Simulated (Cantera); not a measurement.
Charge: 1 mol Ti, 22 mol H2O, 66 mol CO, held at 1 atm.

These are equilibrium values from Cantera (NASA tables, ideal gas, pure condensed phases), not measurements of a reactor. Candidate condensed phases: C, C6H6, C7H8, C8H18, H2O, Ti, TiC, TiO, TiO2, Ti2O3, Ti3O5, Ti4O7; 113 gas species. Gases not in the tables: TiO(OH)2. The numbers say what is thermodynamically allowed, not how fast it happens. All values below are at 2000 K.

Base state: CO 0.635, H2 0.137, CO2 0.114, H2O 0.113, H 0.000597, OH 4.92e-5 (mole fractions); condensed: TiO2(rutile).

Question: What changes in the equilibrium state with this change: H2O from 22 to 0.014 mol?

Answer: 
```
species              before     after
-----------------  --------  --------
CO                    0.635     1.000
CO2                   0.114  0.000240
H2                    0.137  0.000202
H2O                   0.113   2.23e-7
OH                  4.92e-5   2.53e-9
H                  0.000597   2.30e-5
TiO2(rutile), mol     1.000         0
TiC(s), mol               0     0.601
Ti2O3(s), mol             0     0.200
```
Mutual solubility and eutectic melting of coexisting phases are not modelled. TiC: taken at fixed stoichiometry.
